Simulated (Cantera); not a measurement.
Cantera with NASA thermochemical tables; ideal gases at 1 bar, condensed phases pure. Values are per mole of reaction as written; species without (g) are pure solids or liquids, kept so even where they would boil at 1 bar.

NbO2(g) ⇌ Nb + 2 O(g), with ΔH° = 698.4 kJ and ΔS° = 85.8 J/K at 300 K.

Q: How far is the shortcut ΔG° ≈ ΔH°(300 K) − T·ΔS°(300 K) from the full temperature-dependent value at 1550, 1600, 1650, 1700, 1750, 1800, 1850 K?

A: 
```csv
T (K),shortcut (kJ),full (kJ),difference (kJ),difference in log10 K
1550,565.4,541.9,23.5,-0.79
1600,561.1,536.2,24.9,-0.81
1650,556.8,530.4,26.4,-0.83
1700,552.5,524.7,27.8,-0.85
1750,548.2,518.9,29.3,-0.87
1800,543.9,513.1,30.8,-0.89
1850,539.6,507.3,32.3,-0.91
```
The shortcut ignores the heat-capacity change of the reaction.
